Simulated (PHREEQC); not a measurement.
1 kg of water meets 20 L of dry gas (CO2 1 by moles) at fixed total pressure, at 80 °C; fugacities by Peng-Robinson. The gases take part in no redox reaction, some water evaporates into the gas, and hydrates or a liquid gas phase aren't modelled. Precipitation was switched off in this run.

Equilibrium calculation in PHREEQC: ion-association model, phreeqc.dat.

```
P (atm)  dissolved CO2 (all carbonate carbon) (mol/kgw)  φ of CO2    pH
-------  ----------------------------------------------  --------  ----
2                                                0.0193     0.994  4.03
5                                                0.0565     0.984  3.79
10                                                0.117     0.968  3.64
20                                                0.232     0.937  3.49
30                                                0.340     0.907  3.41
40                                                0.439     0.877  3.35
50                                                0.531     0.848  3.31
75                                                0.726     0.780  3.24
100                                               0.876     0.717  3.20
150                                                1.07     0.609  3.15
200                                                1.18     0.533  3.12
300                                                1.32     0.447  3.08
400                                                1.43     0.406  3.04
```

Constants without temperature data keep their 25 °C values here.
